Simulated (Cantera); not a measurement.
A closed system holds: 1 mol SiC, 0.01 mol H₂O, 2.9 mol H₂, held at 2023.15 K and 75.0 Torr.

These are equilibrium values from Cantera (NASA tables, ideal gas, pure condensed phases), not measurements of a reactor. Candidate condensed phases: C, C₆H₆, C₇H₈, C₈H₁₈, H₂O, Si, SiC, SiO₂; 123 gas species. Gases not in the tables: Si₂H₆ and higher silanes. Equilibrium is a limit: real reactors are often held back by kinetics, nucleation or transport.

Base state: H₂ 0.990, H 0.00598, CO 0.00191, SiO 0.00150, Si 0.000304, SiH₂ 6.38e-5, SiH 6.14e-5, C₂H₂ (acetylene) 1.11e-5 (mole fractions); condensed: SiC(s).

What changes in the equilibrium state with this change: temperature from 2023.15 K to 1548 K?


```json
[
 {"species": "H₂", "before": "0.990", "after": "0.996"},
 {"species": "SiO", "before": "0.00150", "after": "0.00171"},
 {"species": "CO", "before": "0.00191", "after": "0.00171"},
 {"species": "H", "before": "0.00598", "after": "9.72e-5"},
 {"species": "Si", "before": "0.000304", "after": "5.71e-8"},
 {"species": "SiH", "before": "6.14e-5", "after": "4.77e-8"},
 {"species": "C₂H₂ (acetylene)", "before": "1.11e-5", "after": "3.70e-8"},
 {"species": "SiH₂", "before": "6.38e-5", "after": "4.88e-7"},
 {"species": "SiC(s), mol", "before": "0.994", "after": "0.995"}
]
```

What changes in the equilibrium state with this change: temperature from 2023.15 K to 1498.15 K?


| species | before | after |
|---|---|---|
| H₂ | 0.990 | 0.997 |
| SiO | 0.00150 | 0.00171 |
| CO | 0.00191 | 0.00170 |
| H | 0.00598 | 5.43e-5 |
| Si | 0.000304 | 1.66e-8 |
| SiH | 6.14e-5 | 1.69e-8 |
| C₂H₂ (acetylene) | 1.11e-5 | 1.70e-8 |
| SiH₂ | 6.38e-5 | 2.40e-7 |
| CH₄ | 4.38e-6 | 1.13e-5 |
| SiC(s), mol | 0.994 | 0.995 |
